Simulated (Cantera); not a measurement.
# Si₂H₆ + H₂O + N₂ (silicon oxide and oxynitride deposition)

Feed: 1 mol Si₂H₆, 0.12 mol H₂O, 2.2 mol N₂, equilibrated at 13.3 mbar.

Cantera equilibrium calculation (NASA polynomials, part measured and part estimated; ideal gas, pure solids and liquids). Candidate condensed phases: H₂O, Si, SiO₂, Si₂N₂O, Si₃N₄; 35 gas species. The feed counts by its element totals alone. N₂ is the only nitrogen source here; it is nearly inert below about 1500 K, so the nitride shown seldom forms there in practice. Mutual solubility and eutectic melting of coexisting phases are not modelled. The tables' values for SiN are old estimates; treat these amounts as uncertain. Gases not in the tables: Si₂H₆ and higher silanes. Rates play no part.

From 1300 K to 1700 K the condensed part is Si₂N₂O(s) + Si₃N₄(s). At 1750 K the condensed part is Si(l) + Si₂N₂O(s) + Si₃N₄(s). From 1800 K to 1900 K the condensed part is Si(l). The main Si-bearing gas is SiO throughout.

| T (K) | x H₂ | x N₂ | x SiO | x H | x Si | x SiH | x Si₂N | n Si₂N₂O(s) | n Si₃N₄(s) | n Si(l) |
|---|---|---|---|---|---|---|---|---|---|---|
| 1300 | 0.775 | 0.225 | 1.28e-8 | 8.43e-6 | 9.80e-12 | 8.27e-12 | <1e-12 | 0.120 | 0.587 | 0 |
| 1350 | 0.775 | 0.225 | 9.38e-8 | 1.82e-5 | 1.05e-10 | 6.82e-11 | <1e-12 | 0.120 | 0.587 | 0 |
| 1400 | 0.775 | 0.225 | 5.93e-7 | 3.71e-5 | 9.51e-10 | 4.82e-10 | 2.15e-12 | 0.120 | 0.587 | 0 |
| 1450 | 0.775 | 0.225 | 3.30e-6 | 7.21e-5 | 7.37e-9 | 2.97e-9 | 2.91e-11 | 0.120 | 0.587 | 0 |
| 1500 | 0.775 | 0.225 | 1.63e-5 | 0.000134 | 4.97e-8 | 1.62e-8 | 3.31e-10 | 0.120 | 0.587 | 0 |
| 1550 | 0.775 | 0.225 | 7.24e-5 | 0.000240 | 2.96e-7 | 7.90e-8 | 3.20e-9 | 0.120 | 0.587 | 0 |
| 1600 | 0.774 | 0.225 | 0.000293 | 0.000414 | 1.57e-6 | 3.48e-7 | 2.68e-8 | 0.119 | 0.587 | 0 |
| 1650 | 0.773 | 0.225 | 0.00108 | 0.000692 | 7.54e-6 | 1.40e-6 | 1.96e-7 | 0.116 | 0.588 | 0 |
| 1700 | 0.770 | 0.225 | 0.00371 | 0.00112 | 3.29e-5 | 5.16e-6 | 1.27e-6 | 0.105 | 0.592 | 0 |
| 1750 | 0.702 | 0.285 | 0.0109 | 0.00169 | 0.000113 | 1.44e-5 | 6.09e-6 | 0.0715 | 0.431 | 0.514 |
| 1800 | 0.572 | 0.404 | 0.0220 | 0.00234 | 0.000238 | 2.37e-5 | 1.24e-5 | 0 | 0 | 1.88 |
| 1850 | 0.570 | 0.403 | 0.0220 | 0.00352 | 0.000484 | 4.18e-5 | 2.07e-5 | 0 | 0 | 1.88 |
| 1900 | 0.569 | 0.403 | 0.0220 | 0.00518 | 0.000946 | 7.15e-5 | 3.36e-5 | 0 | 0 | 1.87 |
x: gas mole fraction; n: condensed amount in mol.
